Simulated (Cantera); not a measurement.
# Equilibrium for chlorosilane synthesis and conversion: SiCl4 + Cl2 + H2

Charge: 1 mol SiCl4, 1.5 mol Cl2, 10 mol H2, at 1 atm.

Cantera equilibrium calculation (NASA polynomials, part measured and part estimated; ideal gas, pure solids and liquids). Candidate condensed phases: Si; 19 gas species. The tables' values for SiCl3 are old estimates; treat these amounts as uncertain. Rates play no part.

From 800 K to 1550 K nothing is condensed. The main Si-bearing gas is SiCl4 throughout.

```json
[
 {"T (K)": "800", "x H2": "0.680", "x HCl": "0.240", "x SiCl4": "0.0798", "x SiCl2": "4.04e-11", "x SiCl3": "1.70e-7", "x SiHCl3": "0.000204", "x SiH2Cl2": "4.22e-8"},
 {"T (K)": "875", "x H2": "0.680", "x HCl": "0.240", "x SiCl4": "0.0795", "x SiCl2": "1.95e-9", "x SiCl3": "1.64e-6", "x SiHCl3": "0.000492", "x SiH2Cl2": "2.78e-7"},
 {"T (K)": "950", "x H2": "0.679", "x HCl": "0.241", "x SiCl4": "0.0790", "x SiCl2": "4.99e-8", "x SiCl3": "1.09e-5", "x SiHCl3": "0.00102", "x SiH2Cl2": "1.34e-6"},
 {"T (K)": "1025", "x H2": "0.678", "x HCl": "0.242", "x SiCl4": "0.0781", "x SiCl2": "7.80e-7", "x SiCl3": "5.40e-5", "x SiHCl3": "0.00188", "x SiH2Cl2": "5.03e-6"},
 {"T (K)": "1100", "x H2": "0.677", "x HCl": "0.243", "x SiCl4": "0.0766", "x SiCl2": "8.17e-6", "x SiCl3": "0.000212", "x SiHCl3": "0.00314", "x SiH2Cl2": "1.54e-5"},
 {"T (K)": "1175", "x H2": "0.674", "x HCl": "0.246", "x SiCl4": "0.0744", "x SiCl2": "6.15e-5", "x SiCl3": "0.000684", "x SiHCl3": "0.00482", "x SiH2Cl2": "4.00e-5"},
 {"T (K)": "1250", "x H2": "0.671", "x HCl": "0.249", "x SiCl4": "0.0708", "x SiCl2": "0.000347", "x SiCl3": "0.00185", "x SiHCl3": "0.00678", "x SiH2Cl2": "8.84e-5"},
 {"T (K)": "1325", "x H2": "0.665", "x HCl": "0.255", "x SiCl4": "0.0651", "x SiCl2": "0.00150", "x SiCl3": "0.00424", "x SiHCl3": "0.00868", "x SiH2Cl2": "0.000166"},
 {"T (K)": "1400", "x H2": "0.655", "x HCl": "0.266", "x SiCl4": "0.0563", "x SiCl2": "0.00489", "x SiCl3": "0.00805", "x SiHCl3": "0.00980", "x SiH2Cl2": "0.000257"},
 {"T (K)": "1475", "x H2": "0.639", "x HCl": "0.282", "x SiCl4": "0.0443", "x SiCl2": "0.0120", "x SiCl3": "0.0125", "x SiHCl3": "0.00949", "x SiH2Cl2": "0.000319"},
 {"T (K)": "1550", "x H2": "0.620", "x HCl": "0.302", "x SiCl4": "0.0311", "x SiCl2": "0.0225", "x SiCl3": "0.0158", "x SiHCl3": "0.00785", "x SiH2Cl2": "0.000323"}
]
```
x: gas mole fraction; nothing condenses.
